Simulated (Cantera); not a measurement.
A closed system holds: 1 mol H2S, 0.16 mol SO2, 3.4 mol H2, at 5.20 mbar.

Cantera equilibrium calculation (NASA polynomials, part measured and part estimated; ideal gas, pure solids and liquids). Candidate condensed phases: H2O, H2SO4, S; 19 gas species. Kinetics and transport are ignored.

**Question.** At 1552 °C, list the 7 most abundant gas species with their mole fractions, and the condensed phases.

**Answer.** H2 0.797, S2 0.0981, H2O 0.0615, H2S 0.0179, SH 0.0131, H 0.00545, S 0.00394. Condensed: gas only.
